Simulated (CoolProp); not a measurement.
Sulfur dioxide along the isobar 52.5 bar: Z from the reference equation and from simpler models built on Tc = 430.6 K, pc = 78.87 bar, ω = 0.256; each cubic takes its own stable root.

The numbers come from the reference Helmholtz-energy equation of state, Gao 2016 in CoolProp.

```
T (K)   phase  reference
-----  ------  ---------
224.8  liquid     0.1149
242.3  liquid     0.1097
259.7  liquid     0.1054
277.1  liquid     0.1018
294.5  liquid    0.09901
311.9  liquid    0.09687
329.4  liquid    0.09543
346.8  liquid    0.09478
364.2  liquid    0.09514
```

### Question
How far does each simpler model (van der Waals, Soave-Redlich-Kwong) lie from the reference over these 9 states: mean and median of the absolute difference, and the worst?

### Answer
- van der Waals: mean 67.3 %, median 66.8 %, worst +69.7 % at 224.8 K and 52.5 bar
- Soave-Redlich-Kwong: mean 12.2 %, median 12.0 %, worst +14.3 % at 364.2 K and 52.5 bar
